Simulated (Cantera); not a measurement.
Input (Python, Cantera):

```python
import numpy as np
import cantera as ct

gas = ct.Solution("gri30.yaml")
gas.TPX = 900, 610000, {'CO': 0.0061, 'O2': 0.0027, 'H2O': 0.061, 'N2': 1}
reactor = ct.IdealGasConstPressureReactor(gas, energy="off", clone=False)
net = ct.ReactorNet([reactor])
net.rtol, net.atol = 1e-08, 1e-18
show = ['CO', 'O2', 'H2O', 'NO', 'H2O2', 'O', 'HO2']
times = np.geomspace(5e-06, 100, 15)

steps = ct.SolutionArray(gas, extra=["t"])
rows = []
print(f"{'t/s':>10s}{'T/K':>9s}{'P/Pa':>11s}" + "".join(f"{s:>11s}" for s in show))
for t in times:
    while net.time < t:
        t_next = net.step()
        steps.append(gas.state, t=t_next)
    rows.append([np.interp(t, steps.t, y) for y in (steps.T, steps.P, *steps(*show).X.T)])
    print(f"{t:10.3e}{rows[-1][0]:9.1f}{rows[-1][1]:11.4g}" + "".join(f"{x:11.3e}" for x in rows[-1][2:]))
rate = np.gradient(steps.T, steps.t)
print("integrator steps:", len(steps.t))
if steps.T.max() > steps.T[0] + 200:
    print(f"time of steepest temperature rise: {steps.t[rate.argmax()]:.4e} s")
gas.TPX = 900, 610000, {'CO': 0.0061, 'O2': 0.0027, 'H2O': 0.061, 'N2': 1}
gas.equilibrate("TP")
print(f"equilibrium (TP): T = {gas.T:.1f} K  " + "  ".join(f"{s} {gas[s].X[0]:.3e}" for s in show))
```

Output:

```
       t/s      T/K       P/Pa         CO         O2        H2O         NO       H2O2          O        HO2
 5.000e-06    900.0    6.1e+05  5.702e-03  2.524e-03  5.702e-02  3.579e-28  6.641e-23  3.566e-14  1.402e-16
 1.661e-05    900.0    6.1e+05  5.702e-03  2.524e-03  5.702e-02  4.297e-27  1.848e-21  1.144e-13  1.865e-15
 5.520e-05    900.0    6.1e+05  5.702e-03  2.524e-03  5.702e-02  5.524e-26  1.566e-19  3.397e-13  4.984e-14
 1.834e-04    900.0    6.1e+05  5.702e-03  2.524e-03  5.702e-02  6.153e-25  8.505e-18  8.060e-13  6.849e-13
 6.095e-04    900.0    6.1e+05  5.702e-03  2.524e-03  5.702e-02  4.447e-24  2.381e-16  1.184e-12  4.838e-12
 2.025e-03    900.0    6.1e+05  5.702e-03  2.524e-03  5.702e-02  2.046e-23  3.877e-15  1.226e-12  2.083e-11
 6.730e-03    900.0    6.1e+05  5.702e-03  2.524e-03  5.702e-02  8.307e-23  4.663e-14  1.259e-12  7.510e-11
 2.236e-02    900.0    6.1e+05  5.702e-03  2.524e-03  5.702e-02  3.975e-22  4.643e-13  1.372e-12  2.660e-10
 7.430e-02    900.0    6.1e+05  5.702e-03  2.524e-03  5.702e-02  3.014e-21  4.067e-12  1.831e-12  1.038e-09
 2.469e-01    900.0    6.1e+05  5.702e-03  2.524e-03  5.702e-02  5.938e-20  6.421e-11  4.834e-12  6.065e-09
 8.203e-01    900.0    6.1e+05  5.695e-03  2.520e-03  5.702e-02  8.323e-18  1.777e-08  7.520e-11  1.154e-07
 2.726e+00    900.0    6.1e+05  5.445e-03  2.397e-03  5.702e-02  8.619e-16  3.942e-07  4.138e-10  5.153e-07
 9.057e+00    900.0    6.1e+05  4.459e-03  1.911e-03  5.704e-02  1.258e-14  3.253e-07  3.327e-10  4.672e-07
 3.010e+01    900.0    6.1e+05  2.628e-03  1.004e-03  5.707e-02  9.990e-14  1.482e-07  1.574e-10  3.146e-07
 1.000e+02    900.0    6.1e+05  1.039e-03  2.174e-04  5.710e-02  6.372e-13  2.116e-08  2.739e-11  1.175e-07
integrator steps: 648
equilibrium (TP): T = 900.0 K  CO 2.749e-05  O2 1.376e-20  H2O 5.654e-02  NO 2.589e-15  H2O2 1.115e-20  O 2.574e-22  HO2 7.623e-25
```

Computed with Cantera and GRI-Mech 3.0 (53 species, 325 reactions).
